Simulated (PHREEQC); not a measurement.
Solution A (0.047 mol/kgw NaOH, 0.00011 mol/kgw K2SiO3 and 0.0048 mol/kgw Na2CO3) is mixed with solution B (0.099 mol/kgw HF, 0.00017 mol/kgw NH4F and 0.00094 mol/kgw H2SiF6) at 62 °C; shares are by mass of water, 1 kg in all. Oxygen alone is held at its pressure in air (log pO2 = -0.68). No CO2 enters from the air. Solids allowed: Chalcedony, Nahcolite, Natron. Others were left out.

The series has 11 steps of share of solution B, from 0 to 1.

All values are PHREEQC results (ion-association model, wateq4f.dat), not measurements.

Task: Between which two steps does the pH jump most, and from what to what?

Result: Between share of solution B = 0.3 and 0.4: from 10.17 to 4.19.

wateq4f.dat counts part of the HF as a dimer, H2F2, which phreeqc.dat doesn't know; its constant is uncertain. At this temperature some constants are extrapolated from 25 °C, and those without enthalpy data are left unchanged. SiF6-2 is the database's only silicon fluoride.
